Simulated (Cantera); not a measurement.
An adiabatic, constant-volume homogeneous reactor starts with CH4 : H2 : O2 : N2 = 1 : 0.35 : 2.2 : 8.26 (molar parts), equivalence ratio 0.99, at 1100 K and 668 Torr. Integrator tolerance rtol = 1e-08.

Cantera simulation using GRI-Mech 3.0 (53 species, 325 reactions); the numbers are that mechanism's predictions, not measurements.

Task: What does this change do: pressure from 668 Torr to 443 Torr?

Result: 
| quantity | before | after |
|---|---|---|
| time of steepest temperature rise | 10.5 ms | 15.2 ms |
| temperature at 9.00 s | 2793 K | 2762 K |
| equilibrium temperature | 2793 K | 2762 K |
| x(CH4) at 9.00 s | <1e-12 (gas-phase equilibrium <1e-12) | <1e-12 (gas-phase equilibrium <1e-12) |
| x(H2) at 9.00 s | 0.0172 (gas-phase equilibrium 0.0172) | 0.0181 (gas-phase equilibrium 0.0181) |
| x(O2) at 9.00 s | 0.0179 (gas-phase equilibrium 0.0179) | 0.0188 (gas-phase equilibrium 0.0188) |
| x(O) at 9.00 s | 0.00468 (gas-phase equilibrium 0.00468) | 0.00521 (gas-phase equilibrium 0.00521) |
| x(C2H6) at 9.00 s | <1e-12 (gas-phase equilibrium <1e-12) | <1e-12 (gas-phase equilibrium <1e-12) |

Task: What does this change do: pressure from 668 Torr to 3750 Torr?

Result: 
| quantity | before | after |
|---|---|---|
| time of steepest temperature rise | 10.5 ms | 2.37 ms |
| temperature at 9.00 s | 2793 K | 2920 K |
| equilibrium temperature | 2793 K | 2920 K |
| x(CH4) at 9.00 s | <1e-12 (gas-phase equilibrium <1e-12) | <1e-12 (gas-phase equilibrium <1e-12) |
| x(H2) at 9.00 s | 0.0172 (gas-phase equilibrium 0.0172) | 0.0135 (gas-phase equilibrium 0.0135) |
| x(O2) at 9.00 s | 0.0179 (gas-phase equilibrium 0.0179) | 0.0143 (gas-phase equilibrium 0.0143) |
| x(O) at 9.00 s | 0.00468 (gas-phase equilibrium 0.00468) | 0.00279 (gas-phase equilibrium 0.00279) |
| x(C2H6) at 9.00 s | <1e-12 (gas-phase equilibrium <1e-12) | <1e-12 (gas-phase equilibrium <1e-12) |
